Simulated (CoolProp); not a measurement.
Values from CoolProp's reference Helmholtz-energy equation of state, Lemmon 2006. It is a short technical equation, of lower accuracy than the large ones.

**Question.** For carbonyl sulfide, give the phase and the speed of sound (m/s) at 407 K and 16.9 kPa; 255.9 K and 125 kPa; 526.3 K and 17400 kPa.

**Answer.** 
- 407 K and 16.9 kPa: gas; speed of sound 262
- 255.9 K and 125 kPa: gas; speed of sound 209
- 526.3 K and 17400 kPa: supercritical; speed of sound 286
